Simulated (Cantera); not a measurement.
A closed system holds: 1 mol Fe(CO)5, 0.045 mol CO, 46 mol H2, held at 13.0 Pa.

Cantera equilibrium calculation (NASA polynomials, part measured and part estimated; ideal gas, pure solids and liquids). Candidate condensed phases: C, C6H6, C7H8, C8H18, Fe, Fe(CO)5, FeO, Fe(OH)2, Fe(OH)3, Fe2O3, Fe3O4, H2O; 114 gas species. Kinetics and transport are ignored.

x: gas mole fraction; n: condensed amount in mol.

```tsv
T (°C)	x H2	x CO	x H	x Fe	x CH4	x H2O	n Fe(α)	n Fe(γ)
677	0.901	0.0988	…	8.60e-12	1.51e-5	1.26e-5	1.00	0
727	0.901	0.0988	…	1.14e-10	7.31e-6	6.31e-6	1.00	0
777	0.901	0.0988	…	1.18e-9	3.79e-6	3.36e-6	1.00	0
827	0.901	0.0988	…	9.70e-9	2.08e-6	1.89e-6	1.00	0
877	0.901	0.0988	…	6.61e-8	1.20e-6	1.12e-6	1.000	0
927	0.901	0.0988	…	3.82e-7	7.18e-7	6.97e-7	0	1.000
977	0.901	0.0988	…	1.91e-6	4.34e-7	4.66e-7	0	1.000
1027	0.901	0.0988	…	8.40e-6	2.59e-7	3.39e-7	0	1.000
1077	0.901	0.0988	…	3.31e-5	1.49e-7	2.70e-7	0	0.998
1127	0.901	0.0988	…	0.000118	8.48e-8	2.31e-7	0	0.994
1177	0.900	0.0988	…	0.000384	4.82e-8	2.08e-7	0	0.980
```

Question: Some entries are withheld; supply them.

Answer: 
- 677, x H: 4.63e-8
- 727, x H: 1.89e-7
- 777, x H: 6.75e-7
- 827, x H: 2.15e-6
- 877, x H: 6.21e-6
- 927, x H: 1.64e-5
- 977, x H: 4.02e-5
- 1027, x H: 9.21e-5
- 1077, x H: 0.000198
- 1127, x H: 0.000405
- 1177, x H: 0.000787
